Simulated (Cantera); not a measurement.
An isothermal, constant-pressure homogeneous reactor starts with CO : O2 : H2O : N2 = 0.0019 : 0.03 : 0.08 : 1 (molar parts), at 1475 K and 18000 Pa. Integrator tolerance rtol = 1e-08.

Cantera simulation using GRI-Mech 3.0 (53 species, 325 reactions); the numbers are that mechanism's predictions, not measurements.

Problem. What does this change do: temperature 1475 to 850 K?

Solution. 
```csv
quantity,before,after
x(CO) at 8.00 s,8.39e-8 (gas-phase equilibrium 8.42e-8),0.00164 (gas-phase equilibrium <1e-12)
x(O2) at 8.00 s,0.0261 (gas-phase equilibrium 0.0259),0.0269 (gas-phase equilibrium 0.0261)
x(H2O) at 8.00 s,0.0720 (gas-phase equilibrium 0.0720),0.0719 (gas-phase equilibrium 0.0720)
x(HO2) at 8.00 s,1.87e-8 (gas-phase equilibrium 1.86e-8),1.28e-6 (gas-phase equilibrium 6.42e-12)
x(H) at 8.00 s,3.67e-8 (gas-phase equilibrium 3.68e-8),6.06e-9 (gas-phase equilibrium <1e-12)
x(NO) at 8.00 s,8.44e-8 (gas-phase equilibrium 0.000408),<1e-12 (gas-phase equilibrium 1.71e-6)
```
